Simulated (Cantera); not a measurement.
An isothermal, constant-pressure homogeneous reactor starts with CO : O2 : H2O : N2 = 0.011 : 0.01 : 0.0042 : 1 (molar parts), at 1100 K and 1.01 bar.

Detailed kinetics in Cantera: GRI-Mech 3.0 (53 species, 325 reactions).

x: mole fraction; the columns are a selection and need not sum to one.

| t (s) | x CO | x O2 | x H2O | x O | x CO2 |
|---|---|---|---|---|---|
| 0.000200 | 0.0107 | 0.00975 | 0.00410 | 1.79e-10 | 1.99e-10 |
| 0.000607 | 0.0107 | 0.00975 | 0.00410 | 5.72e-10 | 7.84e-10 |
| 0.00184 | 0.0107 | 0.00975 | 0.00410 | ___ | 5.67e-9 |
| 0.00558 | 0.0107 | 0.00975 | 0.00410 | ___ | 2.36e-7 |
| 0.0169 | 0.00924 | 0.00899 | 0.00402 | ___ | 0.00150 |
| 0.0514 | 0.00212 | 0.00547 | 0.00407 | ___ | 0.00865 |
| 0.156 | 0.000290 | 0.00456 | 0.00411 | ___ | 0.0105 |
| 0.473 | 3.00e-5 | 0.00443 | 0.00412 | ___ | 0.0108 |
| 1.43 | 2.19e-6 | 0.00441 | 0.00412 | ___ | 0.0108 |
| 4.35 | 1.23e-7 | 0.00441 | 0.00412 | ___ | 0.0108 |
| 13.2 | 3.21e-9 | 0.00441 | 0.00412 | ___ | 0.0108 |
| 40.0 | 8.08e-10 | 0.00441 | 0.00412 | 7.62e-10 | 0.0108 |

Complete the blanks.


- 0.00184, x O: 2.73e-9
- 0.00558, x O: 8.05e-8
- 0.0169, x O: 0.000108
- 0.0514, x O: 2.94e-5
- 0.156, x O: 3.61e-6
- 0.473, x O: 3.42e-7
- 1.43, x O: 2.96e-8
- 4.35, x O: 3.73e-9
- 13.2, x O: 1.40e-9
